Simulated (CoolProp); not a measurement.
The fluid at 324.36 K and 0.103 MPa flows at 0.9 m/s in a round tube of 2 mm bore and 1.5 µm roughness, fully developed (64/Re and Nu = 3.66 if laminar; Colebrook and Gnielinski if turbulent). The same conditions are run with several fluids, on thermodynamics alone (safety and materials aside).

Model: reference Helmholtz-energy equation of state of each fluid (dry air: Lemmon 2000; R142b: Lemmon 2006; R134a: Tillner-Roth 1994; sulfur hexafluoride: Guder 2009; ammonia: Gao 2020), in CoolProp. Blends and air are pseudo-pure fits.

| fluid | Reynolds number | Darcy friction factor | pressure drop (Pa/m) | heat-transfer coefficient (W/(m² K)) | mass flow (kg/h) |
|---|---|---|---|---|---|
| dry air | 101 | 0.633 | 142 | 51.6 | 0.0113 |
| R142b | 623 | 0.103 | 81.5 | 23.9 | 0.0398 |
| R134a | 555 | 0.115 | 92.4 | 28.3 | 0.0403 |
| sulfur hexafluoride | 617 | 0.104 | 118 | 27.4 | 0.0573 |
| ammonia | 107 | 0.600 | 79.7 | 50.4 | 0.00667 |

Transport values come from each fluid's own correlations; those of R142b, R134a are estimates that may be off by 10 % or more.
